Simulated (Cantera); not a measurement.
Input: 1 mol NH3, 9.7 mol H2, 0.72 mol O2, at 1248 K and 0.100 bar.

Equilibrium computed with Cantera from the NASA thermochemical tables; the gas is ideal and each condensed phase is pure. Candidate condensed phases: H2O; 24 gas species. Kinetics and transport are ignored.

Base state: H2 0.834, H2O 0.123, N2 0.0427 (mole fractions); condensed: gas only.

What changes in the equilibrium state with this change: O2 from 0.72 to 0.56 mol?


```tsv
species	before	after
H2	0.834	0.862
H2O	0.123	0.0957
N2	0.0427	0.0427
```
